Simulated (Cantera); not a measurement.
Source: NASA polynomial tables (part measured, part estimated), evaluated in Cantera. Values are per mole of reaction as written; species without (g) are pure solids or liquids, kept so even where they would boil at 1 bar.

2 N(g) + 2 BF3(g) + 3 H2(g) → 6 HF(g) + 2 BN

| T (K) | ΔH° (kJ) | ΔS° (J/K) | ΔG° (kJ) | log10 K |
|---|---|---|---|---|
| 2375 | ___ | ___ | ___ | ___ |
| 2425 | -832.0 | -161.9 | -439.3 | 9.46 |
| 2475 | -832.1 | -162.0 | -431.2 | 9.10 |
| 2525 | ___ | ___ | ___ | ___ |
| 2575 | -832.3 | -162.0 | -415.0 | 8.42 |
| 2625 | -832.4 | -162.1 | -406.9 | 8.10 |
| 2675 | -832.5 | -162.1 | -398.8 | 7.79 |
| 2725 | -832.5 | -162.1 | -390.7 | 7.49 |
| 2775 | -832.6 | -162.2 | -382.6 | 7.20 |
| 2825 | -832.7 | -162.2 | -374.5 | 6.92 |

Q: Complete the blanks.

A: 
- 2375, ΔH° (kJ): -831.9
- 2375, ΔS° (J/K): -161.9
- 2375, ΔG° (kJ): -447.4
- 2375, log10 K: 9.84
- 2525, ΔH° (kJ): -832.2
- 2525, ΔS° (J/K): -162.0
- 2525, ΔG° (kJ): -423.1
- 2525, log10 K: 8.75
